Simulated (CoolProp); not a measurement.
Vapour pressure (MPa) of CH2F2 (R32): the reference equation beside estimates from Tc = 351.3 K, pc = 5.783 MPa, ω = 0.277. Clausius-Clapeyron is anchored at 236.9 K with a constant enthalpy of vaporisation of 18.96 kJ/mol.

Values from CoolProp's reference Helmholtz-energy equation of state, Tillner-Roth 1997.

| T (K) | reference | Clausius-Clapeyron | Redlich-Kwong | Soave-Redlich-Kwong | Peng-Robinson |
|---|---|---|---|---|---|
| 236.9 | 0.2097 | 0.2097 | 0.3664 | 0.2080 | 0.2083 |
| 242.9 | 0.2706 | 0.2659 | 0.4558 | 0.2699 | 0.2694 |
| 248.9 | 0.3446 | 0.3335 | 0.5601 | 0.3452 | 0.3436 |
| 254.9 | 0.4332 | 0.4137 | 0.6804 | 0.4358 | 0.4328 |
| 260.9 | 0.5385 | 0.5082 | 0.8181 | 0.5436 | 0.5388 |
| 266.9 | 0.6623 | 0.6185 | 0.9745 | 0.6707 | 0.6637 |
| 272.9 | 0.8066 | 0.7463 | 1.151 | 0.8190 | 0.8095 |
| 278.9 | 0.9736 | 0.8933 | 1.348 | 0.9908 | 0.9784 |
| 284.9 | 1.166 | 1.061 | 1.567 | 1.188 | 1.173 |
| 290.9 | 1.385 | 1.252 | 1.810 | 1.414 | 1.395 |

Absolute difference from the reference over all 10 rows, mean and median: Clausius-Clapeyron 5.6 and 6.1 %, Redlich-Kwong 50.8 and 49.5 %, Soave-Redlich-Kwong 1.1 and 1.1 %, Peng-Robinson 0.4 and 0.4 %.
